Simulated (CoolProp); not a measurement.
R245ca along the isotherm 176.85 °C: Z from the reference equation and from simpler models built on Tc = 174.4 °C, pc = 39.41 bar, ω = 0.355; each cubic takes its own stable root.

Computed with CoolProp (reference Helmholtz-energy equation of state, Zhou 2016).

| p (bar) | phase | reference | Redlich-Kwong | Soave-Redlich-Kwong | Peng-Robinson |
|---|---|---|---|---|---|
| 9.09 | gas | 0.9165 | 0.9184 | 0.9188 | 0.9102 |
| 18.2 | gas | 0.8218 | 0.8256 | 0.8264 | 0.8099 |
| 27.3 | gas | 0.7057 | 0.7134 | 0.7150 | 0.6916 |
| 36.4 | gas | 0.5330 | 0.5513 | 0.5558 | 0.5274 |
| 45.5 | supercritical | 0.2150 | 0.2653 | 0.2693 | 0.2451 |
| 54.5 | supercritical | 0.2326 | 0.2799 | 0.2821 | 0.2552 |
| 63.6 | supercritical | 0.2583 | 0.3052 | 0.3069 | 0.2769 |
| 72.7 | supercritical | 0.2855 | 0.3327 | 0.3342 | 0.3011 |
| 81.8 | supercritical | 0.3133 | 0.3609 | 0.3622 | 0.3262 |
| 90.9 | supercritical | 0.3411 | 0.3892 | 0.3905 | 0.3514 |
| 100 | supercritical | 0.3689 | 0.4175 | 0.4187 | 0.3766 |
